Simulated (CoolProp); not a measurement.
Vapour-liquid equilibrium of acetone (1) + n-hexane (2) at 0.019 MPa; x and y are mole fractions of (1).

Computed with CoolProp (multi-fluid Helmholtz-energy mixture model, Lemmon 2006 and Thol 2019; pair parameters Bell 2016).

Q: Give the bubble temperature and the first vapour's composition at x = 0.15, 0.55, 0.95. Is there an azeotrope?

A: x = 0.15: 10.7 °C, y = 0.507; x = 0.55: 8.0 °C, y = 0.607; x = 0.95: 11.5 °C, y = 0.836. y crosses x between x = 0.55 and 0.65: the model has an azeotrope there.

Pair parameters are fitted to limited data, so mixtures are less certain than the pure fluids.
